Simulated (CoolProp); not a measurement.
Vapour-liquid equilibrium of dimethyl carbonate (1) + n-nonane (2) at 6.23 bar; x and y are mole fractions of (1).

Values from CoolProp's multi-fluid Helmholtz-energy mixture model, Zhou 2011 and Lemmon 2006; pair parameters Bell 2016.

```
x     bubble temperature, mixture model (°C)  bubble temperature, Raoult's law (°C)  y, mixture model  y, Raoult's law
----  --------------------------------------  -------------------------------------  ----------------  ---------------
0.05                                   223.5                                  227.9             0.200            0.172
0.15                                   203.4                                  214.8             0.484            0.418
0.25                                   189.4                                  204.3             0.641            0.582
0.35                                   180.3                                  195.5             0.730            0.698
0.45                                   174.3                                  187.9             0.784            0.782
0.55                                   170.2                                  181.4             0.822            0.845
0.65                                   167.2                                  175.7             0.853            0.894
0.75                                   164.7                                  170.7             0.883            0.933
0.85                                   162.6                                  166.1             0.918            0.964
0.95                                   160.8                                  162.0             0.966            0.989
```

The largest gap from Raoult's law is -15.2 K in bubble temperature, at x = 0.35. No azeotrope shows between x = 0.05 and 0.95.

Pair parameters are fitted to limited data, so mixtures are less certain than the pure fluids.
